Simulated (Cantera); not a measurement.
Input: 1 mol SiH₂Cl₂, 2.4 mol O₂, 3.6 mol H₂, held at 100 Torr.

These are equilibrium values from Cantera (NASA tables, ideal gas, pure condensed phases), not measurements of a reactor. Candidate condensed phases: H₂O, Si, SiO₂; 30 gas species. The tables hold silica as quartz up to 1696 K and as liquid above; real silica turns to tridymite and cristobalite and melts near 1996 K. Gases not in the tables: Si(OH)₄. The numbers say what is thermodynamically allowed, not how fast it happens.

Task: Which condensed phases are stable at each of these points (T (K)): 1498, 1548, 1598, 1648, 1698, 1748, 1798, 1848, 1898, 1948, 1998, 2048, 2098?

Result: 
| T (K) | condensed phases | Si condensed (%) |
|---|---|---|
| 1498 | SiO₂(β-quartz) | 100.0 |
| 1548 | SiO₂(β-quartz) | 100.0 |
| 1598 | SiO₂(β-quartz) | 100.0 |
| 1648 | SiO₂(β-quartz) | 100.0 |
| 1698 | SiO₂(condensed) | 100.0 |
| 1748 | SiO₂(condensed) | 100.0 |
| 1798 | SiO₂(condensed) | 100.0 |
| 1848 | SiO₂(condensed) | 100.0 |
| 1898 | SiO₂(condensed) | 100.0 |
| 1948 | SiO₂(condensed) | 100.0 |
| 1998 | SiO₂(l) | 99.9 |
| 2048 | SiO₂(l) | 99.8 |
| 2098 | SiO₂(l) | 99.6 |

From 1498 K to 1648 K the condensed part is SiO₂(β-quartz). From 1698 K to 1948 K the condensed part is SiO₂(condensed). From 1998 K to 2098 K the condensed part is SiO₂(l).
